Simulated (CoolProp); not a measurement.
A single-stage vapour-compression cycle with R124: evaporating at 217.15 K (dew point), condensing at 249.15 K (bubble point), superheat 5 K, subcooling 0 K, compressor efficiency 0.6, no pressure losses. Each further row changes one setting.

The numbers come from the reference Helmholtz-energy equation of state, de Vries 1995 in CoolProp.

| case | cooling COP | pressure ratio | discharge temperature (K) | refrigerating effect (kJ/kg) | volumetric capacity (kJ/m³) |
|---|---|---|---|---|---|
| as stated | 3.63 | 5.85 | 287.9 | 156 | 118 |
| evaporating temperature 222.15 K | (withheld) | 4.26 | 281.5 | (withheld) | 161 |
| condensing temperature 244.15 K | 4.38 | 4.60 | 278.8 | 161 | 122 |
| subcooling 5 K | (withheld) | 5.85 | 287.9 | 161 | 122 |
| superheat 15 K | (withheld) | 5.85 | 299.1 | 162 | 117 |
| compressor efficiency 0.5 | 3.02 | 5.85 | (withheld) | 156 | 118 |

### Question
Complete the blanks.

### Answer

- evaporating temperature 222.15 K, cooling COP: 4.48
- evaporating temperature 222.15 K, refrigerating effect (kJ/kg): 159
- subcooling 5 K, cooling COP: 3.75
- superheat 15 K, cooling COP: 3.61
- compressor efficiency 0.5, discharge temperature (K): 299.6
